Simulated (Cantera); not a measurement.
Charge: 1 mol borazine, 1 mol O₂, 0.81 mol N₂, equilibrated at 650 Pa.

Cantera equilibrium calculation (NASA polynomials, part measured and part estimated; ideal gas, pure solids and liquids). Candidate condensed phases: B, BN, B₂O₃, B₃O₃H₃, H₂O; 39 gas species. The feed counts by its element totals alone. Mutual solubility and eutectic melting of coexisting phases are not modelled. Equilibrium is a limit: real reactors are often held back by kinetics, nucleation or transport.

Over these rows the condensed part is BN(s) + B₂O₃(l). Partial pressures as log10 of bar:

```json
[
 {"T (K)": "1123", "1000/T (1/K)": "0.8905", "log p HBO₂": "-6.23", "log p H₂": "-2.36", "log p N₂": "-2.67"},
 {"T (K)": "1173", "1000/T (1/K)": "0.8525", "log p HBO₂": "-5.90", "log p H₂": "-2.36", "log p N₂": "-2.67"},
 {"T (K)": "1223", "1000/T (1/K)": "0.8177", "log p HBO₂": "-5.59", "log p H₂": "-2.36", "log p N₂": "-2.67"},
 {"T (K)": "1273", "1000/T (1/K)": "0.7855", "log p HBO₂": "-5.31", "log p H₂": "-2.36", "log p N₂": "-2.67"},
 {"T (K)": "1323", "1000/T (1/K)": "0.7559", "log p HBO₂": "?", "log p H₂": "-2.36", "log p N₂": "-2.67"},
 {"T (K)": "1373", "1000/T (1/K)": "0.7283", "log p HBO₂": "-4.82", "log p H₂": "-2.36", "log p N₂": "-2.67"}
]
```

Fit log p(HBO₂) = a + b·(1000/T) to the five rows, give the apparent enthalpy, and predict the row at 1323 K.

Means: 1000/T = 0.8149, log p = -5.570. Sxy = -0.134954, Sxx = 0.0155009, so b = -8.71 and a = -5.570 − (-8.71)×0.8149 = 1.53.
Apparent enthalpy: −19.145 × (-8.71) = 167 kJ/mol. With the condensed phases at unit activity, 2/3 B₂O₃(l) + 1/2 H₂(g) + 1/6 N₂(g) = HBO₂(g) + 1/3 BN(s) links this pressure to the main gases: over the six rows their terms move log p by +0.00 in all, so the slope is close to that reaction's ΔH°. The five rows lie within 0.01 of the line.
Prediction at 1323 K: 1.53 + (-8.71)×0.7559 = -5.05. The computed value is -5.06, 0.01 from the line.
